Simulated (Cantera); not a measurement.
A perfectly stirred reactor is fed with 3.01 % H2, 97.0 % O2, at 0.0267 bar; it is held at 1373 K, and followed from long to short residence time.

Detailed kinetics in Cantera: GRI-Mech 3.0 (53 species, 325 reactions). Radical loss at walls, strong at low pressure, is not modelled.

One state of this run: x H2 = 0.00748; x O2 = 0.951; x OH = 0.00552; x O = 0.0150; x H = 0.00291. x: mole fraction; the columns are a selection and need not sum to one.

Q: Which value of τ (s) does it belong to?
A) 0.012
B) 0.00017
C) 0.15
D) 0.00039

A: D, 0.00039
